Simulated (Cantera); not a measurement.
Input: 1 mol CH3SiH3, 0.44 mol C2H2, 5.9 mol H2, 0.01 mol CH4, held at 775 °C and 0.110 bar.

Cantera equilibrium calculation (NASA polynomials, part measured and part estimated; ideal gas, pure solids and liquids). Candidate condensed phases: C, C6H6, C7H8, C8H18, Si, SiC; 87 gas species. The feed counts by its element totals alone. The numbers say what is thermodynamically allowed, not how fast it happens.

Base state: H2 0.994, CH4 0.00634 (mole fractions); condensed: C(graphite) + SiC(s).

Q: What changes in the equilibrium state with this change: CH3SiH3 replaced by SiH2Cl2?

A: 
| species | before | after |
|---|---|---|
| H2 | 0.994 | 0.834 |
| HCl | 0 | 0.132 |
| SiCl4 | 0 | 0.0274 |
| SiHCl3 | 0 | 0.00178 |
| SiCl3 | 0 | 0.000184 |
| SiCl2 | 0 | 2.26e-5 |
| SiH2Cl2 | 0 | 1.31e-5 |
| C(graphite), mol | 0.831 | 0.0917 |
| SiC(s), mol | 1.00 | 0.762 |
The tables' values for SiCl3 are old estimates; treat these amounts as uncertain.
